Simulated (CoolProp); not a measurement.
C3F8 (R218) along the isobar 0.697 MPa: fugacity coefficient from the reference equation and from simpler models built on Tc = 71.9 °C, pc = 2.640 MPa, ω = 0.317; each cubic takes its own stable root.

The numbers come from the reference Helmholtz-energy equation of state, Lemmon 2006 in CoolProp. It is a short technical equation, of lower accuracy than the large ones.

```csv
T (°C),phase,reference
68.45,gas,0.9112
76.65,gas,0.9184
84.85,gas,0.9249
93.05,gas,0.9307
101.25,gas,0.9360
109.45,gas,0.9409
117.65,gas,0.9453
125.85,gas,0.9493
134.05,gas,0.9530
142.25,gas,0.9564
150.45,gas,0.9596
158.65,gas,0.9625
166.85,gas,0.9652
```

Question: How far does each simpler model (Redlich-Kwong, Soave-Redlich-Kwong, Peng-Robinson) lie from the reference over these 13 states: mean and median of the absolute difference, and the worst?

Answer: 
- Redlich-Kwong: mean 0.6 %, median 0.7 %, worst -0.8 % at 166.85 °C and 0.697 MPa
- Soave-Redlich-Kwong: mean 0.2 %, median 0.2 %, worst -0.3 % at 68.45 °C and 0.697 MPa
- Peng-Robinson: mean 1.0 %, median 1.0 %, worst -1.3 % at 68.45 °C and 0.697 MPa
